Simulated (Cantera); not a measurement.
Equilibrium for abatement and gas-phase synthesis: CS₂ + SO₂ + O₂

Charge: 1 mol CS₂, a varied amount of SO₂, 0.39 mol O₂, equilibrated at 2175 K and 4.10 bar.

Equilibrium computed with Cantera from the NASA thermochemical tables; the gas is ideal and each condensed phase is pure. Candidate condensed phases: C, S; 22 gas species. Rates play no part.

From 0.037 mol SO₂ to 0.35 mol SO₂ nothing is condensed. The main C-bearing gas is CO throughout.

```
n(SO₂) (mol)   x S₂   x CO     x CO₂     x CS₂    x SO₂      x SO
------------  -----  -----  --------  --------  -------  --------
0.037         0.462  0.447  0.000242    0.0744  1.89e-7   4.41e-5
0.063         0.479  0.459  0.000421    0.0467  5.54e-7   7.61e-5
0.089         0.495  0.468  0.000998    0.0212  3.04e-6  0.000180
0.11          0.505  0.471   0.00425   0.00514  5.49e-5  0.000768
0.14          0.506  0.452    0.0214  0.000939  0.00152   0.00404
0.17          0.503  0.431    0.0375  0.000486  0.00511   0.00740
0.19          0.501  0.419    0.0467  0.000367  0.00835   0.00945
0.22          0.497  0.402    0.0584  0.000268   0.0141    0.0123
0.24          0.494  0.392    0.0652  0.000227   0.0185    0.0140
0.27          0.489  0.378    0.0740  0.000184   0.0255    0.0164
0.3           0.484  0.365    0.0815  0.000154   0.0329    0.0186
0.32          0.481  0.357    0.0859  0.000139   0.0381    0.0200
0.35          0.476  0.346    0.0918  0.000121   0.0461    0.0219
```
x: gas mole fraction; nothing condenses.
